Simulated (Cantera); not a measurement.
A freely propagating, adiabatic, planar premixed flame of 3.53 % CH4, 1.02 % C2H6, 1.48 % C3H8, 19.8 % O2, 74.2 % N2, unburnt at 625 K and 5.00 bar; mixture-averaged transport, grid criteria slope 0.08 and curve 0.16, no radiation.

Model: GRI-Mech 3.0 (53 species, 325 reactions), integrated in Cantera. GRI-Mech 3.0 was tuned for natural gas; its chemistry of propane as a main component is partial and can be far from experiment. Burning velocities carry a grid error of a few per cent, more on coarse grids.

x: mole fraction of selected species; z is measured from the peak of heat release.

| z (mm) | T (K) | u (m/s) | x CH4 | x C2H6 | x C3H8 | x C2H2 | x O2 | x H2 |
|---|---|---|---|---|---|---|---|---|
| -0.247 | 625 | 0.953 | 0.0353 | 0.0102 | 0.0148 | 2.12e-8 | 0.198 | 0.000750 |
| -0.165 | 628 | 0.959 | 0.0352 | 0.0102 | 0.0148 | 3.50e-7 | 0.197 | 0.00207 |
| -0.123 | 637 | 0.974 | 0.0348 | 0.0102 | 0.0148 | 1.88e-6 | 0.196 | 0.00357 |
| -0.0823 | ___ | 1.07 | 0.0332 | 0.00991 | 0.0145 | 1.56e-5 | 0.190 | 0.00633 |
| -0.0411 | ___ | 1.63 | 0.0249 | 0.00729 | 0.0107 | 0.000157 | 0.157 | 0.0109 |
| -0.0206 | ___ | 2.28 | 0.0152 | 0.00328 | 0.00376 | 0.000410 | 0.116 | 0.0132 |
| 0 | ___ | 2.94 | 0.00426 | 0.000199 | 8.65e-5 | 0.000568 | 0.0704 | 0.0127 |
| 0.0206 | 2009 | 3.23 | 0.000338 | 5.32e-7 | 3.55e-8 | 7.49e-5 | 0.0450 | 0.00917 |
| 0.0411 | 2085 | 3.33 | 1.34e-5 | <1e-8 | <1e-8 | 2.05e-6 | 0.0357 | 0.00734 |
| 0.0823 | 2176 | 3.45 | 2.83e-8 | <1e-8 | <1e-8 | <1e-8 | 0.0294 | 0.00629 |
| 0.165 | 2270 | 3.58 | <1e-8 | <1e-8 | <1e-8 | <1e-8 | 0.0250 | 0.00482 |
| 0.329 | 2343 | 3.68 | <1e-8 | <1e-8 | <1e-8 | <1e-8 | 0.0218 | 0.00324 |
| 0.658 | 2385 | 3.74 | <1e-8 | <1e-8 | <1e-8 | <1e-8 | 0.0198 | 0.00226 |

**Question.** What belongs in the gaps?

**Answer.** 
- -0.0823, T (K): 693
- -0.0411, T (K): 1038
- -0.0206, T (K): 1433
- 0, T (K): 1827
